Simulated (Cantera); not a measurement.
A closed system holds: 1 mol BN, 41 mol HCl, held at 948 K and 100 Torr.

Cantera equilibrium calculation (NASA polynomials, part measured and part estimated; ideal gas, pure solids and liquids). Candidate condensed phases: B, BN, NH4Cl; 21 gas species. Gases not in the tables: BHCl2. Rates play no part.

Base state: HCl 0.978, H2 0.0111, BCl3 0.00739, N2 0.00369 (mole fractions); condensed: BN(s).

Question: What changes in the equilibrium state with this change: BN replaced by Si3N4?

Answer: 
```csv
species,before,after
HCl,0.978,0.725
H2,0.0111,0.150
SiCl4,0,0.0749
N2,0.00369,0.0500
BCl3,0.00739,0
SiHCl3,0,6.98e-5
"BN(s), mol",0.697,0
```
Further candidate phases: Si, Si3N4.
